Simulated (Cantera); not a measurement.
Feed: 1 mol CCl4, 0.49 mol Si, 0.12 mol H2, at 11.0 Pa.

Method: chemical equilibrium by Gibbs-energy minimisation in Cantera with the NASA 1993 tables (ideal gas, pure condensed phases). Candidate condensed phases: C, C6H6, C7H8, C8H18, Si, SiC; 109 gas species. The tables' values for SiCl are old estimates; treat these amounts as uncertain. Kinetics and transport are ignored. All values below are at 2952 °C.

Base state: Cl 0.706, C 0.156, Si 0.0862, H 0.0423, C2 0.00599, C3 0.00261, SiC2 0.000233, HCl 5.42e-5 (mole fractions); condensed: gas only.

Problem. What changes in the equilibrium state with this change: pressure from 11.0 Pa to 11.0 mbar?

Solution. 
```
species    before     after
-------  --------  --------
Cl          0.706     0.790
Si         0.0862    0.0704
H          0.0423    0.0413
C           0.156    0.0177
C3        0.00261    0.0381
SiC2     0.000233    0.0245
SiCl2     3.72e-8  0.000380
C5        1.94e-7  0.000364
Si2C      7.91e-8   5.97e-5
C4        7.47e-7  0.000124
C2H       2.40e-6  0.000301
```
The tables' values for SiCl, CCl are old estimates; treat these amounts as uncertain.
